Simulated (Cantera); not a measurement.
A perfectly stirred reactor is fed with C₃H₈ : H₂ = 1 : 9.4 (molar parts), at 9.87e-5 atm; it is held at 1350 K, and followed from long to short residence time.

Detailed kinetics in Cantera: GRI-Mech 3.0 (53 species, 325 reactions). GRI-Mech 3.0 was tuned for natural gas; its chemistry of propane as a main component is partial and can be far from experiment. GRI-Mech 3.0 stops at C3 and has no aromatics, soot or wall deposition, so with more carbon than oxygen in the feed, carbon stays in small species such as C2H2 where larger ones or solid carbon would form. Radical loss at walls, strong at low pressure, is not modelled.

Task: What does this change do: temperature 1350 to 1750 K?

Result: 
```json
[
 {"quantity": "x(C₃H₈) at τ = 0.610 s", "before": "0.0111", "after": "0.000673"},
 {"quantity": "x(H₂) at τ = 0.610 s", "before": "0.831", "after": "0.829"},
 {"quantity": "x(H) at τ = 0.610 s", "before": "0.00120", "after": "0.00591"},
 {"quantity": "x(CH₄) at τ = 0.610 s", "before": "0.0801", "after": "0.0759"},
 {"quantity": "x(C₂H) at τ = 0.610 s", "before": "1.54e-8", "after": "3.43e-6"},
 {"quantity": "x(C₃H₈) at τ = 21.0 ms", "before": "0.0893", "after": "0.0166"},
 {"quantity": "x(H₂) at τ = 21.0 ms", "before": "0.898", "after": "0.821"},
 {"quantity": "x(H) at τ = 21.0 ms", "before": "0.000260", "after": "0.00623"},
 {"quantity": "x(CH₄) at τ = 21.0 ms", "before": "0.00382", "after": "0.0675"},
 {"quantity": "x(C₂H) at τ = 21.0 ms", "before": "1.70e-12", "after": "6.38e-7"}
]
```
